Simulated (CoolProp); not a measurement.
Model: reference Helmholtz-energy equation of state, Thol 2022, in CoolProp.

Task: For vinyl chloride, give the phase and the cv (kJ/(kg K)), isothermal compressibility (1/MPa) at 178.2 K and 22.8 MPa; 210 K and 22.8 MPa; 220.5 K and 22.8 MPa.

Result: 
- 178.2 K and 22.8 MPa: liquid; cv 0.941, isothermal compressibility 0.000617
- 210 K and 22.8 MPa: liquid; cv 0.909, isothermal compressibility 0.000782
- 220.5 K and 22.8 MPa: liquid; cv 0.906, isothermal compressibility 0.000848
